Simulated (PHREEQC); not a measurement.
1 kg of water meets 20 L of dry gas (N2 1 by moles) at fixed total pressure, at 80 °C; fugacities by Peng-Robinson. The gases take part in no redox reaction, some water evaporates into the gas, and hydrates or a liquid gas phase aren't modelled. Nothing may precipitate in this run.

Computed with PHREEQC (ion-association model, phreeqc.dat).

```json
[
 {"P (atm)": "2", "dissolved N2 (mol/kgw)": "0.000698", "φ of N2": "1.001"},
 {"P (atm)": "5", "dissolved N2 (mol/kgw)": "0.00206", "φ of N2": "1.000"},
 {"P (atm)": "10", "dissolved N2 (mol/kgw)": "(withheld)", "φ of N2": "1.000"},
 {"P (atm)": "20", "dissolved N2 (mol/kgw)": "0.00872", "φ of N2": "1.000"},
 {"P (atm)": "30", "dissolved N2 (mol/kgw)": "0.0131", "φ of N2": "1.000"},
 {"P (atm)": "40", "dissolved N2 (mol/kgw)": "0.0173", "φ of N2": "1.000"},
 {"P (atm)": "50", "dissolved N2 (mol/kgw)": "(withheld)", "φ of N2": "1.000"},
 {"P (atm)": "75", "dissolved N2 (mol/kgw)": "(withheld)", "φ of N2": "1.002"},
 {"P (atm)": "100", "dissolved N2 (mol/kgw)": "0.0412", "φ of N2": "1.006"},
 {"P (atm)": "150", "dissolved N2 (mol/kgw)": "(withheld)", "φ of N2": "1.015"},
 {"P (atm)": "200", "dissolved N2 (mol/kgw)": "0.0764", "φ of N2": "(withheld)"},
 {"P (atm)": "300", "dissolved N2 (mol/kgw)": "(withheld)", "φ of N2": "1.064"},
 {"P (atm)": "400", "dissolved N2 (mol/kgw)": "0.135", "φ of N2": "1.112"}
]
```

Some entries are withheld; supply them.


- 10, dissolved N2 (mol/kgw): 0.00430
- 50, dissolved N2 (mol/kgw): 0.0215
- 75, dissolved N2 (mol/kgw): 0.0316
- 150, dissolved N2 (mol/kgw): 0.0594
- 200, φ of N2: 1.028
- 300, dissolved N2 (mol/kgw): 0.107

Species that the database lacks are ignored. At this temperature some constants are extrapolated from 25 °C, and those without enthalpy data are left unchanged.
